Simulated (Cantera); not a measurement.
Charge: 1 mol CH3F, 0.012 mol HCl, a varied amount of H2, held at 2548 K and 255 Torr.

Cantera equilibrium calculation (NASA polynomials, part measured and part estimated; ideal gas, pure solids and liquids). Candidate condensed phases: C, C6H6, C7H8, C8H18; 118 gas species. The numbers say what is thermodynamically allowed, not how fast it happens.

x: gas mole fraction; n: condensed amount in mol.

```json
[
 {"n(H2) (mol)": "0.23", "x H2": "0.512", "x HF": "0.437", "x H": "0.0380", "x C2H2 (acetylene)": "0.00676", "x HCl": "0.00499", "n C(graphite)": "0.968"},
 {"n(H2) (mol)": "0.32", "x H2": "0.529", "x HF": "0.420", "x H": "0.0386", "x C2H2 (acetylene)": "0.00698", "x HCl": "0.00480", "n C(graphite)": "0.966"},
 {"n(H2) (mol)": "0.45", "x H2": "0.550", "x HF": "0.398", "x H": "0.0394", "x C2H2 (acetylene)": "0.00726", "x HCl": "0.00455", "n C(graphite)": "0.963"},
 {"n(H2) (mol)": "0.64", "x H2": "0.578", "x HF": "0.369", "x H": "0.0403", "x C2H2 (acetylene)": "0.00763", "x HCl": "0.00422", "n C(graphite)": "0.958"},
 {"n(H2) (mol)": "0.91", "x H2": "0.611", "x HF": "0.335", "x H": "0.0415", "x C2H2 (acetylene)": "0.00806", "x HCl": "[?]", "n C(graphite)": "0.951"},
 {"n(H2) (mol)": "1.3", "x H2": "0.650", "x HF": "0.295", "x H": "0.0427", "x C2H2 (acetylene)": "0.00857", "x HCl": "[?]", "n C(graphite)": "0.941"},
 {"n(H2) (mol)": "1.8", "x H2": "0.687", "x HF": "0.257", "x H": "0.0440", "x C2H2 (acetylene)": "0.00906", "x HCl": "[?]", "n C(graphite)": "0.928"},
 {"n(H2) (mol)": "2.6", "x H2": "0.730", "x HF": "0.212", "x H": "0.0453", "x C2H2 (acetylene)": "0.00964", "x HCl": "[?]", "n C(graphite)": "0.907"},
 {"n(H2) (mol)": "3.6", "x H2": "0.767", "x HF": "0.174", "x H": "0.0465", "x C2H2 (acetylene)": "0.0101", "x HCl": "[?]", "n C(graphite)": "0.881"},
 {"n(H2) (mol)": "5.1", "x H2": "0.803", "x HF": "0.137", "x H": "0.0475", "x C2H2 (acetylene)": "0.0106", "x HCl": "[?]", "n C(graphite)": "0.842"},
 {"n(H2) (mol)": "7.3", "x H2": "0.834", "x HF": "0.105", "x H": "0.0484", "x C2H2 (acetylene)": "0.0110", "x HCl": "[?]", "n C(graphite)": "0.786"},
 {"n(H2) (mol)": "10", "x H2": "0.857", "x HF": "0.0812", "x H": "0.0491", "x C2H2 (acetylene)": "0.0113", "x HCl": "[?]", "n C(graphite)": "0.716"},
 {"n(H2) (mol)": "15", "x H2": "0.880", "x HF": "0.0573", "x H": "0.0498", "x C2H2 (acetylene)": "0.0116", "x HCl": "[?]", "n C(graphite)": "0.586"}
]
```

Problem. Some entries are withheld; supply them.

Solution. 
- 0.91, x HCl: 0.00384
- 1.3, x HCl: 0.00339
- 1.8, x HCl: 0.00295
- 2.6, x HCl: 0.00244
- 3.6, x HCl: 0.00200
- 5.1, x HCl: 0.00158
- 7.3, x HCl: 0.00121
- 10, x HCl: 0.000937
- 15, x HCl: 0.000661
